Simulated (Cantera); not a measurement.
# Gas-phase reforming

A perfectly stirred reactor is fed with 64.9 % CH₄, 35.1 % H₂O, at 3.95 atm; it is held at 2048 K, and followed from long to short residence time.

Computed with Cantera and GRI-Mech 3.0 (53 species, 325 reactions). GRI-Mech 3.0 stops at C3 and has no aromatics, soot or wall deposition, so with more carbon than oxygen in the feed, carbon stays in small species such as C2H2 where larger ones or solid carbon would form.

```tsv
τ (s)	x CH₄	x H₂O	x CH₂O	x H₂	x HCO	x H
3.6	0.00805	0.000584	2.14e-7	0.742	2.19e-7	0.000972
1.9	0.00826	0.00110	2.15e-7	0.742	2.19e-7	0.000971
1.0	0.00863	0.00205	2.18e-7	0.741	2.17e-7	0.000970
0.55	0.00923	0.00365	2.22e-7	0.739	2.16e-7	0.000969
0.29	0.0103	0.00665	2.33e-7	0.736	2.12e-7	0.000967
0.16	0.0119	0.0113	2.56e-7	0.731	2.07e-7	0.000963
0.083	0.0145	0.0197	3.12e-7	0.723	1.98e-7	0.000957
0.045	0.0179	0.0314	4.25e-7	0.712	1.87e-7	0.000948
0.024	0.0228	0.0481	6.57e-7	0.696	1.72e-7	0.000935
0.013	0.0291	0.0690	1.09e-6	0.675	1.56e-7	0.000917
0.0068	0.0379	0.0954	1.90e-6	0.649	1.40e-7	0.000893
```
x: mole fraction; the columns are a selection and need not sum to one.
